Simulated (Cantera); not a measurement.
**Transport properties of process gases**

Gas mixture: 49.4 % CH3OH, 50.6 % C2H2, at 5.00 bar, frozen composition.

Cantera's kinetic-theory transport with the Lennard-Jones parameters of GRI-Mech 3.0, ideal gas; thermal conductivity in the multicomponent form. Polar gases are described roughly by these parameters.

```json
[
 {"T (K)": "400", "ρ (kg/m³)": "4.36", "cp (J/kg/K)": "1753", "μ (µPa s)": "13.3", "λ (mW/m/K)": "31.9", "Pr": "0.733", "D (cm²/s) H2O": "0.0581", "D (cm²/s) N2": "0.0552", "D (cm²/s) CO2": "0.0405"},
 {"T (K)": "500", "ρ (kg/m³)": "3.49", "cp (J/kg/K)": "1969", "μ (µPa s)": "16.4", "λ (mW/m/K)": "44.0", "Pr": "0.735", "D (cm²/s) H2O": "0.0904", "D (cm²/s) N2": "0.0826", "D (cm²/s) CO2": "0.0619"},
 {"T (K)": "600", "ρ (kg/m³)": "2.91", "cp (J/kg/K)": "2161", "μ (µPa s)": "19.3", "λ (mW/m/K)": "56.6", "Pr": "0.737", "D (cm²/s) H2O": "0.129", "D (cm²/s) N2": "0.114", "D (cm²/s) CO2": "0.0867"},
 {"T (K)": "700", "ρ (kg/m³)": "2.49", "cp (J/kg/K)": "2326", "μ (µPa s)": "22.1", "λ (mW/m/K)": "69.4", "Pr": "0.739", "D (cm²/s) H2O": "0.173", "D (cm²/s) N2": "0.149", "D (cm²/s) CO2": "0.115"},
 {"T (K)": "800", "ρ (kg/m³)": "2.18", "cp (J/kg/K)": "2466", "μ (µPa s)": "24.6", "λ (mW/m/K)": "82.1", "Pr": "0.740", "D (cm²/s) H2O": "0.222", "D (cm²/s) N2": "0.188", "D (cm²/s) CO2": "0.146"},
 {"T (K)": "900", "ρ (kg/m³)": "1.94", "cp (J/kg/K)": "2590", "μ (µPa s)": "27.1", "λ (mW/m/K)": "94.7", "Pr": "0.741", "D (cm²/s) H2O": "0.276", "D (cm²/s) N2": "0.230", "D (cm²/s) CO2": "0.180"},
 {"T (K)": "1000", "ρ (kg/m³)": "1.74", "cp (J/kg/K)": "2712", "μ (µPa s)": "29.4", "λ (mW/m/K)": "108", "Pr": "0.741", "D (cm²/s) H2O": "0.334", "D (cm²/s) N2": "0.275", "D (cm²/s) CO2": "0.216"}
]
```
D: mixture-averaged diffusion coefficient of that species in the mixture.
